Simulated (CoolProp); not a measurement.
Vapour-liquid equilibrium of R22 (1) + c-C4F8 (RC318) (2) at 5.06 bar; x and y are mole fractions of (1).

Computed with CoolProp (multi-fluid Helmholtz-energy mixture model, Kamei 1995 and Platzer 1990; pair parameters Bell 2016). This equation is an older, rougher fit; its heat capacities, sound speeds and derivatives of the liquid may be far off and weren't checked against measurements.

```
x     bubble temperature, mixture model (K)  bubble temperature, Raoult's law (K)  y, mixture model  y, Raoult's law
----  -------------------------------------  ------------------------------------  ----------------  ---------------
0.05                                  311.9                                 310.6             0.102            0.142
0.2                                   301.0                                 301.5             0.454            0.451
0.35                                  289.2                                 294.2             0.700            0.647
0.5                                   281.6                                 288.1             0.815            0.779
0.65                                  277.8                                 283.0             0.869            0.871
0.8                                   275.6                                 278.6             0.907            0.937
0.95                                  274.0                                 274.8             0.965            0.986
```

The largest gap from Raoult's law is -6.5 K in bubble temperature, at x = 0.5. No azeotrope shows between x = 0.05 and 0.95.

Pair parameters are fitted to limited data, so mixtures are less certain than the pure fluids. The gap from Raoult's law changes sign with composition, which may be real or a fault of the pair parameters; it wasn't checked against measurements.
